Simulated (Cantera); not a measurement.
A perfectly stirred reactor is fed with 13.5 % CH4, 18.0 % O2, 67.8 % N2, 0.623 % H2O, equivalence ratio 1.5, at 12.8 atm; it is adiabatic with a 725 K inlet, and is followed from long to short residence time, starting on the burning branch (τ in s: 0.03, 0.014, 0.0065, 0.003, 0.0014, 0.00064, 0.0003, 0.00014, 6.4e-05).

Computed with Cantera and GRI-Mech 3.0 (53 species, 325 reactions). The pressure lies above the range GRI-Mech 3.0 was tuned for (to about 10 atm).

One state of this run: T (K) = 2080; x CH4 = 0.0126; x O2 = 0.0160; x CH2 = 1.88e-5; x CH2O = 0.000213; x C2H = 1.11e-6; x HCO = 2.73e-6. x: mole fraction; the columns are a selection and need not sum to one.

Question: Which value of τ (s) does it belong to?
(A) 0.0030
(B) 6.4e-5
(C) 0.0014
(D) 0.00030

Answer: B, 6.4e-5
